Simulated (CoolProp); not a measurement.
Vapour-liquid equilibrium of R125 (1) + dimethyl ether (2) at 214.8 K; x and y are mole fractions of (1).

Model: multi-fluid Helmholtz-energy mixture model, Lemmon 2005 and Wu 2011; pair parameters Bell 2016, in CoolProp.

| x | bubble pressure (MPa) | y at the bubble point | dew pressure at overall composition x (MPa) | liquid density (mol/L) |
|---|---|---|---|---|
| 0.05 | 0.01851 | 0.079 | 0.01830 | 16.71 |
| 0.125 | 0.01948 | 0.198 | 0.01887 | 16.40 |
| 0.2 | 0.02070 | 0.317 | 0.01951 | 16.09 |
| 0.275 | 0.02222 | 0.435 | 0.02024 | 15.79 |
| 0.35 | 0.02415 | 0.549 | 0.02108 | 15.49 |
| 0.425 | 0.02655 | 0.653 | 0.02207 | 15.19 |
| 0.5 | 0.02950 | 0.744 | 0.02325 | 14.90 |
| 0.575 | 0.03303 | 0.820 | 0.02469 | 14.60 |
| 0.65 | 0.03713 | ___ | 0.02648 | 14.31 |
| 0.725 | 0.04173 | ___ | 0.02880 | ___ |
| 0.8 | 0.04668 | 0.958 | 0.03197 | 13.72 |
| 0.875 | 0.05174 | 0.980 | 0.03670 | 13.42 |
| 0.95 | 0.05658 | 0.994 | 0.04525 | 13.12 |

### Question
Some entries are withheld; supply them.

### Answer

- 0.65, y at the bubble point: 0.880
- 0.725, y at the bubble point: 0.926
- 0.725, liquid density (mol/L): 14.02

No azeotrope shows between x = 0.05 and 0.95.

The pair parameters rest on a limited set of measurements; away from them the model extrapolates.
